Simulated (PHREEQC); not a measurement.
Make-up at 91 °C: 0.02 mol/kgw HF, 0.00013 mol/kgw NH4F, 0.0002 mol/kgw (NH4)2SiF6 and 0.014 mol/kgw H3PO4. Closed to the air; pH follows from the charge balance.

Computed with PHREEQC (ion-association model, phreeqc.dat).

This is a speciation only: nothing precipitates in the calculation.

Estimate the pH.

pH 2.25.

In which forms is Si present?

H4SiO4 51 %, SiF6-2 49 % of the Si.

Away from 25 °C the constants follow the database's enthalpies or fits; those with neither stay at their 25 °C values. SiF6-2 is the database's only silicon fluoride.
